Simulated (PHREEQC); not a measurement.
A solution holds 0.0013 mol/kgw NH3, 0.00041 mol/kgw (CH3)4NCl and 0.0018 mol/kgw H2SO4, at 5.5 °C. Closed to the air; pH follows from the charge balance.

All values are PHREEQC results (ion-association model, phreeqc.dat), not measurements.

No solid was allowed to form.

Q: Order these S species by the share of S that they hold, largest first: HSO4-, SO4-2, NH4SO4-.

A: SO4-2 (90 %), HSO4- (9.4 %), NH4SO4- (1.1 %)

The pH is 2.70 and the ionic strength 0.00543 mol/kgw. Complexes and solids missing from the database can't appear. (CH3)4N+ isn't in the database: it is added as a free cation with an ion size of 4 Å. Away from 25 °C the constants follow the database's enthalpies or fits; those with neither stay at their 25 °C values.
